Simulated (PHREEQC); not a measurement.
Solution (20 °C): 2.3 mol KCl, 0.033 mol K2SO4 and 0.0018 mol Na2SiO3 per kg of water. Closed to the air; pH follows from the charge balance.

All values are PHREEQC results (Pitzer model, pitzer.dat), not measurements.

This is a speciation only: nothing precipitates in the calculation.

Question: Order these Si species by the share of Si that they hold, largest first: H2SiO4-2, H3SiO4-, H4SiO4.

Answer: H3SiO4- (81 %), H2SiO4-2 (18 %), H4SiO4 (1.4 %)

The pH is 11.23 and the ionic strength 2.40 mol/kgw. In brines, pH and single-ion activities rest on the MacInnes convention.
